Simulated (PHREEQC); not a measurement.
1 kg of water holding 0.0093 mol/kgw Na2CO3, 0.27 mol/kgw NaCl, 0.012 mol/kgw NaOH and 0.13 mol/kgw Na2SO4 is evaporated at 25 °C; the solids stay in contact with the brine. No CO2 enters from the air. The run lets Burkeite, Halite, Mirabilite, Nahcolite, Natron, Thenardite, Trona precipitate or redissolve, and no other solid.

Model: Pitzer model, pitzer.dat, run in PHREEQC.

```
water left (kg)  ionic strength  water activity  Halite (mol)  Thenardite (mol)
---------------  --------------  --------------  ------------  ----------------
1                         0.700           0.985             0                 0
0.8219                    0.852           0.982             0                 0
0.5552                     1.26           0.974             0                 0
0.4563                     1.53           0.968             0                 0
0.375                      1.87             ___             0                 0
0.3082                     2.27           0.953             0                 0
0.2082                     3.36             ___             0                 0
0.1711                     4.09             ___             0                 0
0.1407                     4.98           0.892             0                 0
0.09502                    7.37           0.829             0                 0
0.07809                    8.03           0.798             0            0.0244
0.06418                    7.89           0.775             0            0.0645
0.05276                    7.99           0.744             0            0.0929
0.03564                    8.21             ___        0.0857               ___
0.0293                     8.34           0.733         0.121             0.112
0.02407                    8.49           0.730         0.150             0.115
0.01627                    8.69           0.725         0.191             0.117
0.01337                    8.69           0.722         0.206             0.115
0.01099                    8.69           0.719         0.218             0.114
0.009031                   8.70             ___         0.228               ___
0.006094                   8.74           0.703         0.243             0.112
0.005013                   8.79           0.694         0.248             0.112
```

Some entries are withheld; supply them.


- 0.375, water activity: 0.962
- 0.2082, water activity: 0.930
- 0.1711, water activity: 0.914
- 0.03564, water activity: 0.735
- 0.03564, Thenardite (mol): 0.107
- 0.009031, water activity: 0.715
- 0.009031, Thenardite (mol): 0.113
